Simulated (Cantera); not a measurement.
## Low-pressure radical oxidation in H2/O2

An isothermal, constant-pressure homogeneous reactor starts with 15.3 % H2, 84.7 % O2, equivalence ratio 0.090, at 1073 K and 10.00 Torr.

Cantera simulation using the H2/O2 subset of GRI-Mech 3.0, which has no nitrogen chemistry; the numbers are that mechanism's predictions, not measurements. Radical loss at walls, strong at low pressure, is not modelled. The temperature is held fixed by assumption; the heat of reaction is taken as removed at once.

```csv
t (s),x H2,x O2,x H2O2,x H,x HO2,x OH
0.000100,0.153,0.847,<1e-12,7.65e-10,8.08e-10,1.92e-10
0.000246,0.153,0.847,<1e-12,3.15e-9,2.00e-9,1.02e-9
0.000606,0.153,0.847,5.55e-12,5.27e-8,5.40e-9,1.84e-8
0.00149,0.152,0.847,2.40e-10,4.16e-5,4.24e-7,1.46e-5
0.00367,0.00871,0.772,2.79e-7,0.0509,1.04e-5,0.00605
0.00904,0.00371,0.799,2.77e-7,0.0213,1.09e-5,0.00415
0.0223,0.00112,0.825,3.38e-7,0.00319,9.37e-6,0.00221
0.0548,0.000175,0.833,2.80e-7,0.000185,4.75e-6,0.000843
0.135,2.47e-5,0.835,1.53e-7,1.02e-5,1.44e-6,0.000321
0.332,4.37e-6,0.835,6.94e-8,8.33e-7,3.72e-7,0.000140
0.817,1.01e-6,0.835,3.05e-8,1.00e-7,1.05e-7,6.90e-5
2.01,2.84e-7,0.835,1.34e-8,1.60e-8,3.33e-8,3.74e-5
4.95,9.13e-8,0.835,5.81e-9,3.03e-9,1.18e-8,2.15e-5
12.2,3.19e-8,0.835,2.49e-9,6.43e-10,4.80e-9,1.28e-5
30.0,1.18e-8,0.835,1.06e-9,1.47e-10,2.59e-9,7.83e-6
```
x: mole fraction; the columns are a selection and need not sum to one.

Equilibrium at this temperature and pressure: H2 1.05e-9, O2 0.835, H2O2 1.17e-10, H 3.95e-12, HO2 3.40e-9, OH 2.33e-6 (gas phase only).
